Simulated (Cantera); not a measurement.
Feed: 1 mol Fe2O3, 0.059 mol SO3, 0.43 mol CO2, 0.53 mol H2S, at 798 K and 0.133 bar.

These are equilibrium values from Cantera (NASA tables, ideal gas, pure condensed phases), not measurements of a reactor. Candidate condensed phases: C, C6H6, C7H8, C8H18, Fe, Fe(CO)5, FeO, Fe(OH)2, Fe(OH)3, FeS, FeSO4, FeS2, Fe2O3, Fe2(SO4)3, Fe3O4, H2O, H2SO4, S; 127 gas species. Gases not in the tables: S3 to S7. Kinetics and transport are ignored.

Base state: H2O 0.476, CO2 0.390, SO2 0.127, H2S 0.00485, S2 0.00140, H2 0.000171, S2O 0.000102, CO 3.28e-5 (mole fractions); condensed: FeS2(s) + Fe3O4(s).

### Question
What changes in the equilibrium state with this change: Fe2O3 replaced by MgO?

### Answer
| species | before | after |
|---|---|---|
| CO2 | 0.390 | 0.392 |
| H2S | 0.00485 | 0.325 |
| H2O | 0.476 | 0.166 |
| SO2 | 0.127 | 0.00228 |
| S2 | 0.00140 | 0.106 |
| S8 | <1e-9 | 7.52e-5 |
| CS2 | <1e-9 | 2.12e-5 |
| FeS2(s), mol | 0.220 | 0 |
| Fe3O4(s), mol | 0.593 | 0 |
| MgO(s), mol | 0 | 1.00 |
Further candidate phases: Mg, MgCO3, MgO, Mg(OH)2, MgS, MgSO4.
